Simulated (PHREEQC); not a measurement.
Solution (20 °C): 0.0024 mol HF and 0.0065 mol (CH3)4NF per kg of water. Closed to the air; pH follows from the charge balance.

All values are PHREEQC results (ion-association model, phreeqc.dat), not measurements.

This is a speciation only: nothing precipitates in the calculation.

Order these F species by the share of F that they hold, largest first: F-, HF2-, HF.

F- (75 %), HF (23 %), HF2- (1.2 %)

The pH is 3.61 and the ionic strength 0.00677 mol/kgw. Species that the database lacks are ignored. (CH3)4N+ isn't in the database: it is added as a free cation with an ion size of 4 Å.
